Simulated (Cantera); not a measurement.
A Cantera script and its output.

```python
import numpy as np
import cantera as ct

gas = ct.Solution("gri30.yaml")
gas.TP = 300, 240000
flame = ct.CounterflowDiffusionFlame(gas, width=0.02)
flame.fuel_inlet.X, flame.fuel_inlet.T = {'CH4': 1, 'C2H6': 0.25, 'C3H8': 0.56}, 400
flame.oxidizer_inlet.X, flame.oxidizer_inlet.T = {'O2': 0.25, 'N2': 0.75}, 675
flame.set_refine_criteria(ratio=3, slope=0.12, curve=0.24, prune=0.03)
show = ['OH', 'H', 'NO', 'CO', 'C2H2']

rows = []
print(f"{'mdot':>8s}{'a_max':>10s}{'a_mean':>10s}{'Tmax/K':>9s}" + "".join(f"{s:>11s}" for s in show) + "   (peak mole fractions)")
for i, mdot in enumerate([0.6, 0.81, 1.1, 1.5, 2, 2.7, 3.7, 5, 6.8, 9.2]):  # kg/m2/s on the oxidiser side
    flame.oxidizer_inlet.mdot, flame.fuel_inlet.mdot = mdot, 1.4 * mdot
    flame.solve(loglevel=0, auto=(i == 0))
    if flame.T.max() < max(400, 675) + 100:
        print(f"{mdot:8.3g}  no burning solution found from the previous one")
        break
    dT = np.abs(np.gradient(flame.T, flame.grid))
    rows.append([flame.strain_rate("max"), flame.strain_rate("mean"), flame.T.max(),
                 *(flame.X[gas.species_index(s)].max() for s in show), max(dT[0], dT[-1]) / dT.max()])
    print(f"{mdot:8.3g}{rows[-1][0]:10.1f}{rows[-1][1]:10.1f}{rows[-1][2]:9.1f}" + "".join(f"{x:11.3e}" for x in rows[-1][3:-1]))
```

Output:

```
    mdot     a_max    a_mean   Tmax/K         OH          H         NO         CO       C2H2   (peak mole fractions)
     0.6     268.1      46.0   2455.0  1.197e-02  4.087e-03  8.121e-04  8.993e-02  4.080e-02
    0.81     354.8      62.1   2433.0  1.211e-02  4.264e-03  7.174e-04  8.772e-02  4.012e-02
     1.1     473.1      84.4   2410.1  1.224e-02  4.462e-03  6.416e-04  8.561e-02  3.928e-02
     1.5     634.4     115.0   2388.7  1.239e-02  4.686e-03  5.798e-04  8.373e-02  3.827e-02
       2     832.6     153.4   2370.8  1.252e-02  4.914e-03  5.307e-04  8.232e-02  3.727e-02
     2.7    1106.1     207.1   2353.5  1.263e-02  5.161e-03  4.837e-04  8.112e-02  3.615e-02
     3.7    1490.5     283.7   2335.3  1.267e-02  5.421e-03  4.357e-04  7.997e-02  3.480e-02
       5    1980.3     383.4   2316.1  1.263e-02  5.653e-03  3.889e-04  7.893e-02  3.330e-02
     6.8    2646.3     521.5   2294.7  1.251e-02  5.876e-03  3.405e-04  7.808e-02  3.158e-02
     9.2    3516.3     705.5   2272.1  1.229e-02  6.069e-03  2.926e-04  7.745e-02  2.976e-02
```

Cantera simulation using GRI-Mech 3.0 (53 species, 325 reactions); the numbers are that mechanism's predictions, not measurements. GRI-Mech 3.0 was tuned for natural gas; its chemistry of propane as a main component is partial and can be far from experiment. GRI-Mech 3.0 has no aromatics or soot, which form on the fuel side of real flames. The maximum strain rate includes the flame's own expansion and is several times the mean.
